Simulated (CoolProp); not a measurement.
R124 along the isobar 101 kPa: fugacity coefficient from the reference equation and from simpler models built on Tc = 395.4 K, pc = 3624 kPa, ω = 0.288; each cubic takes its own stable root.

Values from CoolProp's reference Helmholtz-energy equation of state, de Vries 1995.

```
T (K)   phase  reference  van der Waals  Redlich-Kwong  Soave-Redlich-Kwong  Peng-Robinson
-----  ------  ---------  -------------  -------------  -------------------  -------------
185.1  liquid   0.008089         0.6131        0.03105             0.008143       0.009070
193.9  liquid    0.01785         0.8420              ?              0.01786        0.01949
202.6  liquid    0.03601         0.9620         0.1128              0.03591        0.03852
211.4  liquid    0.06826         0.9654         0.1945              0.06795        0.07179
220.2  liquid     0.1216         0.9684              ?               0.1210         0.1262
229    liquid          ?         0.9710         0.4921               0.2044         0.2108
237.7  liquid          ?         0.9733         0.7287               0.3275         0.3348
246.5  liquid     0.5066         0.9753         0.9651               0.5062         0.5134
255.3  liquid          ?         0.9772         0.9682               0.7538         0.7593
264.1     gas     0.9607         0.9789         0.9710               0.9673         0.9659
```

Task: What belongs in the gaps?

Result: 
- 193.9, Redlich-Kwong: 0.06169
- 220.2, Redlich-Kwong: 0.3171
- 229, reference: 0.2052
- 237.7, reference: 0.3284
- 255.3, reference: 0.7525

At some of these states van der Waals, Redlich-Kwong gives the other phase, because its saturation line lies elsewhere.
